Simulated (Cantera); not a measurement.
Gas mixture: C2H4 : NH3 : H2 = 0.88 : 0.16 : 0.65 (molar parts), at 6500 Pa, frozen composition.

Cantera's kinetic-theory transport with the Lennard-Jones parameters of GRI-Mech 3.0, ideal gas; thermal conductivity in the multicomponent form. Polar gases are described roughly by these parameters. The composition is frozen, though it would react at the higher temperatures.

One state of this run: ρ (kg/m³) = 0.0166; cp (J/kg/K) = 3526; μ (µPa s) = 24.8; λ (mW/m/K) = 156; Pr = 0.563; D (cm²/s) NH3 = 24.1; D (cm²/s) OH = 31.6; D (cm²/s) CO2 = 16.9. D: mixture-averaged diffusion coefficient of that species in the mixture.

Question: Which value of T (K) does it belong to?
(A) 400
(B) 800
(C) 1400
(D) 1200

Answer: B, 800
